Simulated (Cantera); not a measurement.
Input (Python, Cantera) and output of one run.

```python
import numpy as np
import cantera as ct

gas_names = """
    F FO FO2 F2 F2O H HF HOF HO2 H2 H2F2 H2O H2O2 H3F3 H4F4 H5F5 H6F6 H7F7 O OH O2 O3 Si SiF SiF2 SiF3
    SiF4 SiH SiHF3 SiH2 SiH2F2 SiH3 SiH3F SiH4 SiO SiO2 Si2 Si3
""".split()
cond_names = """
    H2O(s) H2O(L) Si(cr) Si(L) SiO2(Lqz) SiO2(hqz) SiO2(L)
""".split()


def load(file, names, dense=False):
    # The tables refer to 1 bar. Condensed volumes are neglected.
    table = {s.name: s for s in ct.Species.list_from_file(file)}
    out = []
    for n in names:
        d = dict(table[n].input_data)
        d["thermo"] = dict(d["thermo"], **{"reference-pressure": 1e5})
        if dense:
            d["equation-of-state"] = {"model": "constant-volume", "density": "1e6 g/cm^3"}
        out.append(ct.Species.from_dict(d))
    return out


gas = ct.Solution(thermo="ideal-gas", species=load("nasa_gas.yaml", gas_names))
cond = {s.name: ct.Solution(thermo="fixed-stoichiometry", species=[s], name=s.name)
        for s in load("nasa_condensed.yaml", cond_names, dense=True)}
atoms = {
    'SiF4': {'Si': 1, 'F': 4},
    'O3': {'O': 3},
    'H2': {'H': 2},
}
top_T = {}  # K; cautious upper limits of use, not melting points


def equilibrate(T, P, feed):
    n = {}
    for name, mol in feed.items():
        for a, k in atoms[name].items():
            n[a] = n.get(a, 0.0) + k * mol
    gas.TPX = T, P, n
    mass = sum(n.values()) * gas.mean_molecular_weight
    gas.equilibrate("TP")
    valid = [c for c in cond.values() if c.min_temp <= T <= top_T.get(c.name, c.max_temp)]
    mix = ct.Mixture([(gas, mass / gas.mean_molecular_weight)] + [(c, 0.0) for c in valid])
    mix.T, mix.P = T, P
    mix.equilibrate("TP", solver="vcs", rtol=1e-11, max_steps=5000)
    return mix


results = []
feed = {'SiF4': 1, 'O3': 3.3, 'H2': 60}  # mol
T = 1625  # K
P = 6  # Pa
mix = equilibrate(T, P, feed)
results.append((T, P, feed, dict(zip(mix.species_names, mix.species_moles))))
x = sorted(zip(gas.X, gas.species_names), reverse=True)
print(f"T = {T:g} K  P = {P:g} Pa  gas = {mix.phase_moles(0):.4g} mol")
print("   x: " + "  ".join(f"{s} {v:.3e}" for v, s in x if v > 0.0001))
print("   condensed (mol): " + ("  ".join(f"{mix.phase(i).name} {mix.phase_moles(i):.4g}"
      for i in range(1, mix.n_phases) if mix.phase_moles(i) > 1e-12) or "none"))
```

Output:

```
T = 1625 K  P = 6 Pa  gas = 62.56 mol
   x: H2 7.920e-01  H2O 1.310e-01  HF 6.394e-02  H 8.106e-03  SiO 4.818e-03
   condensed (mol): SiO2(hqz) 0.6985
```

Cantera equilibrium calculation (NASA polynomials, part measured and part estimated; ideal gas, pure solids and liquids). The tables hold silica as quartz up to 1696 K and as liquid above; real silica turns to tridymite and cristobalite and melts near 1996 K.
